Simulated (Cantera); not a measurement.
An isothermal, constant-pressure homogeneous reactor starts with 7.14 % C2H6, 92.8 % N2, 0.107 % H2O, at 1700 K and 0.250 bar.

Computed with Cantera and GRI-Mech 3.0 (53 species, 325 reactions). GRI-Mech 3.0 stops at C3 and has no aromatics, soot or wall deposition, so with more carbon than oxygen in the feed, carbon stays in small species such as C2H2 where larger ones or solid carbon would form.

x: mole fraction; the columns are a selection and need not sum to one.

```
t (s)       x C2H6    x C2H4    x CH4     x CH3       x H    x C2H   x C2H2
--------  --------  --------  -------  --------  --------  -------  -------
8.00e-5     0.0201    0.0295   0.0127    0.0101  0.000549  4.72e-7  0.00548
0.000284  0.000828    0.0220   0.0219   0.00231  0.000379  8.93e-7   0.0302
0.00101    4.74e-5   0.00788   0.0213  0.000593  0.000125  3.60e-7   0.0454
0.00357          ?         ?   0.0205         ?   7.15e-5  2.18e-7   0.0519
0.0126     9.92e-6  0.000237   0.0185  0.000269   7.19e-5  2.19e-7   0.0540
0.0449     5.69e-6  0.000164   0.0138  0.000206   7.87e-5  2.34e-7   0.0561
0.159      1.54e-6  0.000106  0.00690  0.000110   9.07e-5  2.60e-7   0.0592
0.564      1.99e-7   9.29e-5  0.00238   3.99e-5  0.000101  2.83e-7   0.0611
2.00             ?   9.30e-5        ?         ?  0.000105  2.88e-7   0.0616
```

**Question.** Complete the blanks.

**Answer.** 
- 0.00357, x C2H6: 1.30e-5
- 0.00357, x C2H4: 0.00156
- 0.00357, x CH3: 0.000306
- 2.00, x C2H6: 2.75e-8
- 2.00, x CH4: 0.000843
- 2.00, x CH3: 1.43e-5
